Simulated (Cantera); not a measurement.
A perfectly stirred reactor is fed with 5.00 % NO, 95.0 % N₂, at 10.00 Torr; it is held at 1900 K, and followed from long to short residence time.

Detailed kinetics in Cantera: GRI-Mech 3.0 (53 species, 325 reactions). Radical loss at walls, strong at low pressure, is not modelled.

Task: Predict: x(NO) at τ = 26.0 s; x(N₂O) at τ = 26.0 s; x(O) at τ = 26.0 s; x(NO₂) at τ = 26.0 s; x(O₂) at τ = 26.0 s; x(NO) at τ = 0.130 s; x(N₂O) at τ = 0.130 s; x(O) at τ = 0.130 s; x(NO₂) at τ = 0.130 s; x(O₂) at τ = 0.130 s.

Result: 
```json
{
 "x(NO) at τ = 26.0 s": "0.0452",
 "x(N₂O) at τ = 26.0 s": "8.13e-7",
 "x(O) at τ = 26.0 s": "0.000145",
 "x(NO₂) at τ = 26.0 s": "1.19e-6",
 "x(O₂) at τ = 26.0 s": "0.00235",
 "x(NO) at τ = 0.130 s": "0.0500",
 "x(N₂O) at τ = 0.130 s": "7.46e-7",
 "x(O) at τ = 0.130 s": "3.88e-6",
 "x(NO₂) at τ = 0.130 s": "3.52e-8",
 "x(O₂) at τ = 0.130 s": "3.14e-7"
}
```
